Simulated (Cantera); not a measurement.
Charge: 1 mol B2H6, 1.1 mol NH3, 0.61 mol H2, held at 1375 K and 10.0 Torr.

Equilibrium computed with Cantera from the NASA thermochemical tables; the gas is ideal and each condensed phase is pure. Candidate condensed phases: B, BN; 15 gas species. The feed counts by its element totals alone. Mutual solubility and eutectic melting of coexisting phases are not modelled. The numbers say what is thermodynamically allowed, not how fast it happens.

Base state: H2 1.000, H 2.97e-5 (mole fractions); condensed: B(s) + BN(s).

Question: What changes in the equilibrium state with this change: 0.0055 mol O2 added?

Answer: 
```tsv
species	before	after
H2	1.000	0.998
HBO	0	0.00193
B2O2	0	4.03e-5
B3O3H3	0	1.67e-5
H	2.97e-5	2.96e-5
B(s), mol	0.900	0.889
BN(s), mol	1.10	1.10
```
Further candidate phases: B2O3, B3O3H3, H2O.

Question: What changes in the equilibrium state with this change: B2H6 replaced by BCl3?

Answer: 
| species | before | after |
|---|---|---|
| HCl | 0 | 0.775 |
| H2 | 1.000 | 0.205 |
| N2 | 1.07e-8 | 0.0151 |
| BCl3 | 0 | 0.00400 |
| Cl | 0 | 4.20e-5 |
| H | 2.97e-5 | 1.35e-5 |
| B(s), mol | 0.900 | 0 |
| BN(s), mol | 1.10 | 0.985 |
Gases not in the tables: BHCl2. Further candidate phases: NH4Cl.
